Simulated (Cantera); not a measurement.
Source: NASA polynomial tables (part measured, part estimated), evaluated in Cantera. Values are per mole of reaction as written; species without (g) are pure solids or liquids, kept so even where they would boil at 1 bar.

Ni₃S₄ ⇌ 2 NiS + NiS₂

```tsv
T (K)	ΔH° (kJ)	ΔS° (J/K)	ΔG° (kJ)	log10 K
300	(withheld)	(withheld)	(withheld)	(withheld)
448	(withheld)	(withheld)	(withheld)	(withheld)
498	(withheld)	(withheld)	(withheld)	(withheld)
548	-7.9	-12.7	-1.0	0.09
598	(withheld)	(withheld)	(withheld)	(withheld)
```

**Question.** Some entries are withheld; supply them.

**Answer.** 
- 300, ΔH° (kJ): -6.0
- 300, ΔS° (J/K): -8.5
- 300, ΔG° (kJ): -3.4
- 300, log10 K: 0.60
- 448, ΔH° (kJ): -6.6
- 448, ΔS° (J/K): -10.1
- 448, ΔG° (kJ): -2.1
- 448, log10 K: 0.24
- 498, ΔH° (kJ): -7.2
- 498, ΔS° (J/K): -11.3
- 498, ΔG° (kJ): -1.6
- 498, log10 K: 0.16
- 598, ΔH° (kJ): -8.8
- 598, ΔS° (J/K): -14.3
- 598, ΔG° (kJ): -0.3
- 598, log10 K: 0.03
